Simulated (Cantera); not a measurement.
**B2H6 + H2O (boron, boron nitride and boron oxide)**

Charge: 1 mol B2H6, 0.088 mol H2O, held at 0.100 bar.

Cantera equilibrium calculation (NASA polynomials, part measured and part estimated; ideal gas, pure solids and liquids). Candidate condensed phases: B, B2O3, B3O3H3, H2O; 23 gas species. The feed counts by its element totals alone. The tables' values for BH2 are old estimates; treat these amounts as uncertain. Gases not in the tables: B2H6 and higher boranes. Kinetics and transport are ignored.

| T (K) | x H2 | x H | x HBO | x BO | x BH2 | x B2O2 | x HBO2 | n B(s) | n B(l) |
|---|---|---|---|---|---|---|---|---|---|
| 1675 | 0.975 | 0.000363 | 0.0217 | 0.000166 | 4.86e-5 | 0.00235 | 0.000276 | 1.91 | 0 |
| 1775 | 0.973 | 0.000903 | 0.0228 | 0.000387 | 0.000106 | 0.00212 | 0.000160 | 1.91 | 0 |
| 1875 | 0.972 | 0.00204 | 0.0232 | 0.000802 | 0.000211 | 0.00184 | 9.38e-5 | 1.91 | 0 |
| 1975 | 0.969 | 0.00426 | 0.0232 | 0.00151 | 0.000392 | 0.00156 | 5.59e-5 | 1.91 | 0 |
| 2075 | 0.964 | 0.00827 | 0.0226 | 0.00262 | 0.000683 | 0.00129 | 3.36e-5 | 1.91 | 0 |
| 2175 | 0.957 | 0.0151 | 0.0214 | 0.00419 | 0.00113 | 0.00103 | 2.00e-5 | 1.91 | 0 |
| 2275 | 0.945 | 0.0261 | 0.0197 | 0.00621 | 0.00176 | 0.000777 | 1.16e-5 | 1.91 | 0 |
| 2375 | 0.927 | 0.0429 | 0.0174 | 0.00854 | 0.00256 | 0.000556 | 6.66e-6 | 0 | 1.90 |
x: gas mole fraction; n: condensed amount in mol.

From 1675 K to 2275 K the condensed part is B(s). At 2375 K the condensed part is B(l). The main B-bearing gas is HBO throughout.
